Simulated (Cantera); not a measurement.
An isothermal, constant-pressure homogeneous reactor starts with 59.8 % N2O, 0.215 % H2, 40.0 % N2, at 1125 K and 13300 Pa.

Computed with Cantera and GRI-Mech 3.0 (53 species, 325 reactions). GRI-Mech 3.0 was tuned for natural gas; its chemistry of N2O as a main component is partial and can be far from experiment. The mechanism lacks the step 2 NO + O2 → 2 NO2, which can matter for NO2 below about 1400 K. The temperature is held fixed by assumption; the heat of reaction is taken as removed at once.

x: mole fraction; the columns are a selection and need not sum to one.

| t (s) | x N2O | x H2 | x H2O2 | x NO | x HO2 |
|---|---|---|---|---|---|
| 6.00e-5 | 0.598 | 0.00215 | <1e-12 | 1.23e-8 | 4.19e-11 |
| 0.000168 | 0.598 | 0.00215 | <1e-12 | 6.97e-8 | 8.02e-10 |
| 0.000471 | 0.598 | 0.00215 | 1.56e-12 | 2.90e-7 | 1.07e-8 |
| 0.00132 | 0.597 | 0.00215 | 5.00e-11 | 9.73e-7 | 1.00e-7 |
| 0.00369 | 0.597 | 0.00212 | 1.73e-9 | 3.10e-6 | 6.53e-7 |
| 0.0103 | 0.597 | 0.00198 | 3.62e-8 | 9.26e-6 | 2.08e-6 |
| 0.0290 | 0.597 | 0.00155 | 8.15e-8 | 2.39e-5 | 2.31e-6 |
| 0.0812 | 0.595 | 0.000808 | 3.94e-8 | 6.02e-5 | 1.58e-6 |
| 0.227 | 0.592 | 0.000202 | 7.29e-9 | 0.000156 | 6.63e-7 |
| 0.637 | 0.587 | … | 8.02e-10 | … | … |
| 1.78 | 0.571 | 4.53e-8 | 3.22e-10 | 0.00130 | 7.53e-8 |
| 5.00 | 0.530 | … | 2.94e-10 | … | … |

Problem. Fill in the missing entries.

Solution. 
- 0.637, x H2: 1.66e-5
- 0.637, x NO: 0.000447
- 0.637, x HO2: 1.95e-7
- 5.00, x H2: 1.19e-9
- 5.00, x NO: 0.00356
- 5.00, x HO2: 3.02e-8
